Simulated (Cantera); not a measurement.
## Hydrocarbon pyrolysis for carbon deposition

A perfectly stirred reactor is fed with 4.17 % C2H4, 95.8 % H2, at 100.0 Torr; it is held at 1350 K, and followed from long to short residence time.

Model: GRI-Mech 3.0 (53 species, 325 reactions), integrated in Cantera. GRI-Mech 3.0 was tuned for natural gas; its chemistry of ethylene as a main component is partial and can be far from experiment. GRI-Mech 3.0 stops at C3 and has no aromatics, soot or wall deposition, so with more carbon than oxygen in the feed, carbon stays in small species such as C2H2 where larger ones or solid carbon would form.

```
τ (s)     x C2H4   x H2     x CH3      x H   x C2H6   x C2H2
-------  -------  -----  --------  -------  -------  -------
22       0.00511  0.949   5.59e-6  1.28e-5  1.57e-5   0.0255
6.4      0.00641  0.954   3.76e-6  1.66e-5  1.99e-5   0.0288
1.8      0.00854  0.957   2.13e-6  1.97e-5  2.67e-5   0.0294
0.52      0.0133  0.958   1.20e-6  2.14e-5  4.16e-5   0.0260
0.15      0.0227  0.958   6.75e-7  2.17e-5  6.87e-5   0.0175
0.043     0.0335  0.958   3.14e-7  1.97e-5  8.93e-5  0.00757
0.012     0.0399  0.958   7.77e-8  1.16e-5  5.86e-5  0.00159
0.0035    0.0416  0.958  1.35e-10  8.67e-8  2.61e-7  4.63e-5
0.0010    0.0417  0.958  7.88e-12  1.62e-8  1.54e-8  1.25e-5
0.00029   0.0417  0.958    <1e-12  4.53e-9  1.45e-9  3.58e-6
```
x: mole fraction; the columns are a selection and need not sum to one.
